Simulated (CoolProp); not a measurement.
Saturation properties of propylene (Tc = 364.2 K, pc = 4.555 MPa, ω = 0.146).

Values from CoolProp's reference Helmholtz-energy equation of state, Lemmon 2013.

```
T (K)  p (MPa)  vapour density (kg/m³)  surface tension (mN/m)  liquid viscosity (µPa s)  vapour viscosity (µPa s)
-----  -------  ----------------------  ----------------------  ------------------------  ------------------------
235.4   0.1554                   3.512                    15.4                       176                      6.63
238.3   0.1749                   3.922                    14.9                       170                      6.71
241.3   0.1970                   4.384                    14.5                       165                      6.80
244.3   0.2211                   4.886                    14.1                       160                      6.88
247.3   0.2475                   5.431                    13.7                       155                      6.97
250.3   0.2761                   6.022                    13.3                       150                      7.06
253.3   0.3072                   6.661                    12.9                       146                      7.15
256.3   0.3409                   7.351                    12.4                       142                      7.25
259.3   0.3773                   8.095                    12.0                       137                      7.34
262.3   0.4165                   8.897                    11.6                       134                      7.44
265.3   0.4587                   9.759                    11.2                       130                      7.54
```

It boils at 225.5 K under 1 atm.

Viscosity comes from a separate model (Huber 2003), an estimate that may be off by 10 % or more. Surface tension comes from a separate correlation (Mulero 2012).
